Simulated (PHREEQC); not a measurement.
A column of 0.5 m (30 cells, dispersivity 0.04 m, 300 s a shift, diffusion coefficient 3e-10 m²/s) holds 0.39 eq of the database's cation exchanger X per kg of pore water, first in equilibrium with 0.00073 mol BaCl2 and 1e-05 mol HCl per kg of water. It is flushed with 0.091 mol MgCl2 and 1e-05 mol HCl per kg of water, at 40 °C. Values are for the last cell. No CO2 enters from the air. No solid was allowed to form.

Base run: PHREEQC, ion-association model, phreeqc.dat. Each further column changes one thing. The table gives Mg in solution (mol/kgw).

```json
[
 {"pore volumes": "0", "base": "0", "exchange capacity from 0.39 to 0.2 eq/kgw": "0", "dispersivity from 0.04 to 0.08 m": "0"},
 {"pore volumes": "0.7167", "base": "2.94e-7", "exchange capacity from 0.39 to 0.2 eq/kgw": "5.33e-5", "dispersivity from 0.04 to 0.08 m": "7.08e-5"},
 {"pore volumes": "1.65", "base": "0.0178", "exchange capacity from 0.39 to 0.2 eq/kgw": "0.0404", "dispersivity from 0.04 to 0.08 m": "0.0241"},
 {"pore volumes": "2.35", "base": "0.0405", "exchange capacity from 0.39 to 0.2 eq/kgw": "0.0646", "dispersivity from 0.04 to 0.08 m": "0.0449"},
 {"pore volumes": "3.05", "base": "0.0560", "exchange capacity from 0.39 to 0.2 eq/kgw": "0.0767", "dispersivity from 0.04 to 0.08 m": "0.0583"},
 {"pore volumes": "3.983", "base": "0.0692", "exchange capacity from 0.39 to 0.2 eq/kgw": "0.0846", "dispersivity from 0.04 to 0.08 m": "0.0695"},
 {"pore volumes": "4.683", "base": "0.0757", "exchange capacity from 0.39 to 0.2 eq/kgw": "0.0876", "dispersivity from 0.04 to 0.08 m": "0.0749"},
 {"pore volumes": "5.383", "base": "0.0802", "exchange capacity from 0.39 to 0.2 eq/kgw": "0.0892", "dispersivity from 0.04 to 0.08 m": "0.0789"},
 {"pore volumes": "6.317", "base": "0.0843", "exchange capacity from 0.39 to 0.2 eq/kgw": "0.0902", "dispersivity from 0.04 to 0.08 m": "0.0827"},
 {"pore volumes": "7.017", "base": "0.0864", "exchange capacity from 0.39 to 0.2 eq/kgw": "0.0906", "dispersivity from 0.04 to 0.08 m": "0.0847"}
]
```

Away from 25 °C the constants follow the database's enthalpies or fits; those with neither stay at their 25 °C values.
